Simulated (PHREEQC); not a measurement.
Consider water at 20 °C with 8.7 mmol/kgw KHSO4. Closed to the air; pH follows from the charge balance.

Computed with PHREEQC (ion-association model, phreeqc.dat).

Each row changes one thing in this solution. Precipitation was switched off in this run.

```
case                                         pH  ionic strength (mol/kgw)
-----------------------------------------  ----  ------------------------
as made                                    2.23                    0.0214
KHSO4 from 0.0087 to 0.00783 mol/kgw       2.27                    0.0195
temperature from 20 to 90 °C                [?]                       [?]
KHSO4 replaced by KF at the same molality   [?]                   0.00870
KHSO4 from 0.0087 to 0.00957 mol/kgw        [?]                    0.0233
```

Q: Fill in the missing entries.

A: 
- temperature from 20 to 90 °C, pH: 2.45
- temperature from 20 to 90 °C, ionic strength (mol/kgw): 0.0162
- KHSO4 replaced by KF at the same molality, pH: 7.61
- KHSO4 from 0.0087 to 0.00957 mol/kgw, pH: 2.20

Constants without temperature data keep their 25 °C values here.
